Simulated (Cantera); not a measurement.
What does this Cantera script print?

```python
import numpy as np
import cantera as ct

gas_names = """
    C CO COS CO2 CS CS2 C2 C2O C3 C3O2 C4 C5 K KO K2 K2SO4 O O2 O3 S SO SO2 SO3 S2 S2O S8
""".split()
cond_names = """
    C(gr) K(cr) K(L) KO2(s) K2CO3(s) K2CO3(L) K2O(s) K2O2(s) K2S(1) K2S(2) K2S(3) K2S(L) K2SO4(a)
    K2SO4(b) K2SO4(L) S(cr1) S(cr2) S(L)
""".split()


# ... load() reads the species with a 1 bar reference pressure and builds the phases ...
atoms = {
    'K2SO4': {'K': 2, 'S': 1, 'O': 4},
    'CO2': {'C': 1, 'O': 2},
}
top_T = {'C(gr)': 4500, 'KO2(s)': 780, 'K2O(s)': 1000, 'K2O2(s)': 760}  # K; cautious upper limits of use, not melting points


# ... equilibrate(T, P, feed) seeds the gas with the atoms and calls Mixture.equilibrate('TP', solver="vcs", rtol=1e-11, max_steps=5000) ...
results = []
feed = {'K2SO4': 1, 'CO2': 0.32}  # mol
P = 170  # Pa
for T in [1598, 1648, 1698, 1748, 1798, 1848, 1898, 1948, 1998, 2048]:
    mix = equilibrate(T, P, feed)
    results.append((T, P, feed, dict(zip(mix.species_names, mix.species_moles))))
    x = sorted(zip(gas.X, gas.species_names), reverse=True)
    print(f"T = {T:g} K  P = {P:g} Pa  gas = {mix.phase_moles(0):.4g} mol")
    print("   x: " + "  ".join(f"{s} {v:.3e}" for v, s in x if v > 1e-06))
    print("   condensed (mol): " + ("  ".join(f"{mix.phase(i).name} {mix.phase_moles(i):.4g}"
          for i in range(1, mix.n_phases) if mix.phase_moles(i) > 1e-12) or "none"))
```

It prints:

```
T = 1598 K  P = 170 Pa  gas = 1.073 mol
   x: CO2 2.979e-01  K2SO4 2.867e-01  K 2.069e-01  SO2 1.037e-01  O2 1.036e-01  KO 5.609e-04  CO 4.359e-04  O 1.106e-04  SO3 3.219e-05  SO 1.211e-05
   condensed (mol): K2SO4(L) 0.5813
T = 1648 K  P = 170 Pa  gas = 2.632 mol
   x: K 3.315e-01  K2SO4 2.136e-01  SO2 1.662e-01  O2 1.657e-01  CO2 1.213e-01  KO 1.092e-03  CO 2.658e-04  O 2.500e-04  SO3 5.253e-05  SO 3.056e-05  K2 1.288e-06
   condensed (mol): none
T = 1698 K  P = 170 Pa  gas = 3.568 mol
   x: K 4.188e-01  SO2 2.100e-01  O2 2.093e-01  CO2 8.937e-02  K2SO4 7.015e-02  KO 1.492e-03  O 4.856e-04  CO 3.179e-04  SO 6.572e-05  SO3 6.084e-05  K2 1.794e-06
   condensed (mol): none
T = 1748 K  P = 170 Pa  gas = 4.146 mol
   x: K 4.529e-01  SO2 2.271e-01  O2 2.263e-01  CO2 7.672e-02  K2SO4 1.394e-02  KO 1.619e-03  O 8.459e-04  CO 4.622e-04  SO 1.259e-04  SO3 5.648e-05  K2 1.845e-06
   condensed (mol): none
T = 1798 K  P = 170 Pa  gas = 4.291 mol
   x: K 4.597e-01  SO2 2.304e-01  O2 2.296e-01  CO2 7.383e-02  K2SO4 2.397e-03  KO 1.600e-03  O 1.388e-03  CO 7.531e-04  SO 2.259e-04  SO3 4.820e-05  K2 1.681e-06
   condensed (mol): none
T = 1848 K  P = 170 Pa  gas = 4.319 mol
   x: K 4.606e-01  SO2 2.307e-01  O2 2.300e-01  CO2 7.286e-02  O 2.203e-03  KO 1.554e-03  CO 1.230e-03  K2SO4 4.323e-04  SO 3.900e-04  SO3 4.073e-05  K2 1.500e-06
   condensed (mol): none
T = 1898 K  P = 170 Pa  gas = 4.329 mol
   x: K 4.604e-01  SO2 2.302e-01  O2 2.298e-01  CO2 7.197e-02  O 3.410e-03  CO 1.960e-03  KO 1.506e-03  SO 6.531e-04  K2SO4 8.458e-05  SO3 3.459e-05  K2 1.338e-06
   condensed (mol): none
T = 1948 K  P = 170 Pa  gas = 4.337 mol
   x: K 4.597e-01  SO2 2.295e-01  O2 2.293e-01  CO2 7.076e-02  O 5.158e-03  CO 3.033e-03  KO 1.459e-03  SO 1.064e-03  SO3 2.957e-05  K2SO4 1.794e-05  S 1.718e-06  K2 1.198e-06
   condensed (mol): none
T = 1998 K  P = 170 Pa  gas = 4.347 mol
   x: K 4.587e-01  O2 2.286e-01  SO2 2.283e-01  CO2 6.906e-02  O 7.641e-03  CO 4.555e-03  SO 1.689e-03  KO 1.414e-03  SO3 2.543e-05  S 4.192e-06  K2SO4 4.098e-06  K2 1.075e-06
   condensed (mol): none
T = 2048 K  P = 170 Pa  gas = 4.361 mol
   x: K 4.572e-01  O2 2.277e-01  SO2 2.266e-01  CO2 6.674e-02  O 1.110e-02  CO 6.636e-03  SO 2.616e-03  KO 1.370e-03  SO3 2.196e-05  S 9.782e-06  K2SO4 1.002e-06
   condensed (mol): none
```

These are equilibrium values from Cantera (NASA tables, ideal gas, pure condensed phases), not measurements of a reactor.
